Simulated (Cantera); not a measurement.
## Premixed flame

A freely propagating, adiabatic, planar premixed flame of 29.9 % H2, 15.6 % O2, 54.5 % N2, unburnt at 575 K and 420000 Pa; multicomponent+Soret transport, grid criteria slope 0.08 and curve 0.16, no radiation.

Detailed kinetics in Cantera: the H2/O2 subset of GRI-Mech 3.0, which has no nitrogen chemistry. The hydrogen kinetics of GRI-Mech 3.0 are dated; newer H2 mechanisms differ, most at raised pressure. Burning velocities carry a grid error of a few per cent, more on coarse grids.

```json
[
 {"z (mm)": "-0.206", "T (K)": "575", "u (m/s)": "6.31", "x H2": "0.299", "x O2": "0.156", "x H2O": "<1e-8", "x H2O2": "<1e-8", "x OH": "<1e-8", "x H": "<1e-8"},
 {"z (mm)": "-0.138", "T (K)": "575", "u (m/s)": "6.31", "x H2": "0.299", "x O2": "0.156", "x H2O": "<1e-8", "x H2O2": "<1e-8", "x OH": "<1e-8", "x H": "<1e-8"},
 {"z (mm)": "-0.103", "T (K)": "575", "u (m/s)": "6.30", "x H2": "0.299", "x O2": "0.156", "x H2O": "1.16e-7", "x H2O2": "<1e-8", "x OH": "<1e-8", "x H": "<1e-8"},
 {"z (mm)": "-0.0688", "T (K)": "575", "u (m/s)": "6.29", "x H2": "0.297", "x O2": "0.156", "x H2O": "5.31e-6", "x H2O2": "2.59e-8", "x OH": "<1e-8", "x H": "<1e-8"},
 {"z (mm)": "-0.0344", "T (K)": "607", "u (m/s)": "6.43", "x H2": "0.272", "x O2": "0.161", "x H2O": "0.00164", "x H2O2": "1.40e-5", "x OH": "3.39e-5", "x H": "3.69e-5"},
 {"z (mm)": "-0.0172", "T (K)": "886", "u (m/s)": "9.02", "x H2": "0.223", "x O2": "0.155", "x H2O": "0.0293", "x H2O2": "7.41e-5", "x OH": "0.00117", "x H": "0.00291"},
 {"z (mm)": "0", "T (K)": "1373", "u (m/s)": "13.6", "x H2": "0.142", "x O2": "0.114", "x H2O": "0.117", "x H2O2": "2.16e-5", "x OH": "0.00434", "x H": "0.0189"},
 {"z (mm)": "0.0172", "T (K)": "1718", "u (m/s)": "16.9", "x H2": "0.0733", "x O2": "0.0623", "x H2O": "0.206", "x H2O2": "4.88e-6", "x OH": "0.0114", "x H": "0.0325"},
 {"z (mm)": "0.0344", "T (K)": "1902", "u (m/s)": "18.7", "x H2": "0.0484", "x O2": "0.0395", "x H2O": "0.244", "x H2O2": "2.93e-6", "x OH": "0.0165", "x H": "0.0323"},
 {"z (mm)": "0.0688", "T (K)": "2089", "u (m/s)": "20.3", "x H2": "0.0388", "x O2": "0.0289", "x H2O": "0.265", "x H2O2": "1.76e-6", "x OH": "0.0197", "x H": "0.0242"},
 {"z (mm)": "0.138", "T (K)": "2263", "u (m/s)": "21.8", "x H2": "0.0330", "x O2": "0.0239", "x H2O": "0.282", "x H2O2": "1.18e-6", "x OH": "0.0197", "x H": "0.0150"},
 {"z (mm)": "0.275", "T (K)": "2408", "u (m/s)": "23.0", "x H2": "0.0259", "x O2": "0.0197", "x H2O": "0.298", "x H2O2": "8.85e-7", "x OH": "0.0178", "x H": "0.00832"},
 {"z (mm)": "0.550", "T (K)": "2511", "u (m/s)": "23.8", "x H2": "0.0191", "x O2": "0.0165", "x H2O": "0.311", "x H2O2": "7.36e-7", "x OH": "0.0152", "x H": "0.00441"}
]
```
x: mole fraction of selected species; z is measured from the peak of heat release.

```yaml
laminar_burning_velocity: 631 cm/s
thermal_thickness: 0.0688 mm
peak x(H2O2): 7.43e-5
peak x(OH): 0.0200
peak x(H): 0.0336
grid_points: 111
```
